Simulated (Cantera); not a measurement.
Cantera run, input and output.

```python
import numpy as np
import cantera as ct

gas = ct.Solution("gri30.yaml")
gas.TPX = 1100, 500000, {'CH4': 1, 'O2': 1.54, 'N2': 5.78, 'H2': 0.06}
reactor = ct.IdealGasConstPressureReactor(gas, energy="on", clone=False)
net = ct.ReactorNet([reactor])
net.rtol, net.atol = 1e-08, 1e-16
show = ['CH4', 'O2', 'NO', 'C2H4', 'H', 'O']
times = np.geomspace(2e-06, 0.3, 13)

steps = ct.SolutionArray(gas, extra=["t"])
rows = []
print(f"{'t/s':>10s}{'T/K':>9s}{'P/Pa':>11s}" + "".join(f"{s:>11s}" for s in show))
for t in times:
    while net.time < t:
        t_next = net.step()
        steps.append(gas.state, t=t_next)
    rows.append([np.interp(t, steps.t, y) for y in (steps.T, steps.P, *steps(*show).X.T)])
    print(f"{t:10.3e}{rows[-1][0]:9.1f}{rows[-1][1]:11.4g}" + "".join(f"{x:11.3e}" for x in rows[-1][2:]))
rate = np.gradient(steps.T, steps.t)
print("integrator steps:", len(steps.t))
if steps.T.max() > steps.T[0] + 200:
    print(f"time of steepest temperature rise: {steps.t[rate.argmax()]:.4e} s")
gas.TPX = 1100, 500000, {'CH4': 1, 'O2': 1.54, 'N2': 5.78, 'H2': 0.06}
gas.equilibrate("HP")
print(f"equilibrium (HP): T = {gas.T:.1f} K  " + "  ".join(f"{s} {gas[s].X[0]:.3e}" for s in show))
```

Result:

```
       t/s      T/K       P/Pa        CH4         O2         NO       C2H4          H          O
 2.000e-06   1100.0      5e+05  1.193e-01  1.838e-01  2.750e-23  3.299e-18  1.177e-11  2.440e-12
 5.400e-06   1100.0      5e+05  1.193e-01  1.838e-01  1.067e-22  1.038e-16  1.532e-11  3.318e-12
 1.458e-05   1100.0      5e+05  1.193e-01  1.838e-01  4.494e-22  2.583e-15  2.502e-11  5.714e-12
 3.936e-05   1100.0      5e+05  1.193e-01  1.838e-01  2.395e-21  5.772e-14  5.213e-11  1.240e-11
 1.063e-04   1100.0      5e+05  1.193e-01  1.838e-01  1.687e-20  1.276e-12  1.335e-10  3.242e-11
 2.869e-04   1100.0      5e+05  1.193e-01  1.838e-01  1.834e-19  3.543e-11  4.481e-10  1.092e-10
 7.746e-04   1100.0      5e+05  1.193e-01  1.838e-01  7.077e-18  2.398e-09  2.978e-09  7.108e-10
 2.091e-03   1100.6      5e+05  1.192e-01  1.837e-01  6.504e-16  2.493e-07  1.542e-08  3.530e-09
 5.646e-03   1104.1      5e+05  1.187e-01  1.833e-01  3.776e-15  4.401e-06  2.619e-08  5.750e-09
 1.524e-02   2627.5      5e+05  1.432e-12  4.182e-04  2.499e-04  1.500e-19  4.025e-03  2.423e-04
 4.116e-02   2622.0      5e+05  1.525e-12  3.889e-04  1.106e-03  1.626e-19  3.960e-03  2.281e-04
 1.111e-01   2622.0      5e+05  1.525e-12  3.889e-04  1.106e-03  1.626e-19  3.960e-03  2.281e-04
 3.000e-01   2622.0      5e+05  1.525e-12  3.889e-04  1.106e-03  1.626e-19  3.960e-03  2.281e-04
integrator steps: 2491
time of steepest temperature rise: 1.4984e-02 s
equilibrium (HP): T = 2622.0 K  CH4 1.759e-12  O2 3.889e-04  NO 1.106e-03  C2H4 1.768e-19  H 3.960e-03  O 2.281e-04
```

Model: GRI-Mech 3.0 (53 species, 325 reactions), integrated in Cantera.
